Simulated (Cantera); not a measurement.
A jet of 1.88 % CH4, 15.7 % O2, 82.5 % N2, equivalence ratio 0.24 at 300 K and 0.0530 bar hits a platinum plate 8.3 cm away at a mass flux of 0.14 kg/m²/s; the plate temperature is set and raised in steps from an oxygen-covered start.

Computed with Cantera and Deutschmann's 1995 Pt surface mechanism with GRI-Mech 3.0 gas chemistry. Catalytic surfaces can have several steady states; this one follows from the mechanism file's or the stated starting coverage.

One state of this run: wall x CH4 = 0.00484; wall x O2 = 0.127; wall x H2O = 0.0256; wall x OH = 4.83e-6; wall x CO = 1.06e-5; wall x CO2 = 0.0169; θ free Pt = 0.612; θ O* = 0.388. x: mole fraction at the wall; θ: surface coverage.

**Question.** Which value of plate T (K) does it belong to?
A. 1200
B. 1150
C. 1050
D. 900

**Answer.** A, 1200
